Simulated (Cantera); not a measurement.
Charge: 1 mol B₂H₆, 12 mol H₂, at 1752 °C and 0.100 bar.

Method: chemical equilibrium by Gibbs-energy minimisation in Cantera with the NASA 1993 tables (ideal gas, pure condensed phases). Candidate condensed phases: B; 7 gas species. The feed counts by its element totals alone. The tables' values for BH₂ are old estimates; treat these amounts as uncertain. Gases not in the tables: B₂H₆ and higher boranes. The numbers say what is thermodynamically allowed, not how fast it happens.

Base state: H₂ 0.993, H 0.00607, BH₂ 0.000536, BH₃ 1.20e-5 (mole fractions); condensed: B(s).

**Question.** What changes in the equilibrium state with this change: B₂H₆ replaced by B₂O₃?

**Answer.** 
```
species     before    after
---------  -------  -------
H₂           0.993    0.871
HBO₂             0   0.0397
HBO              0   0.0383
B₂O₃             0   0.0313
H₂O              0  0.00547
B₂O₂             0  0.00442
BO               0  0.00354
BO₂              0  3.27e-5
BH₃        1.20e-5  3.15e-8
B(s), mol     1.99        0
```
Further candidate phases: B₂O₃, B₃O₃H₃, H₂O.

**Question.** What changes in the equilibrium state with this change: temperature from 1752 °C to 1252 °C?

**Answer.** 
```
species      before    after
---------  --------  -------
H₂            0.993    1.000
H           0.00607  7.48e-5
BH₂        0.000536  1.27e-5
BH₃         1.20e-5  2.18e-6
B(s), mol      1.99     2.00
```

**Question.** What changes in the equilibrium state with this change: 0.14 mol NH₃ added?

**Answer.** 
```tsv
species	before	after
H₂	0.993	0.992
H	0.00607	0.00606
N₂	0	0.00170
BH₂	0.000536	0.000535
BH₃	1.20e-5	1.19e-5
B(s), mol	1.99	1.90
BN(s), mol	0	0.0880
```
Mutual solubility and eutectic melting of coexisting phases are not modelled. Further candidate phases: BN.
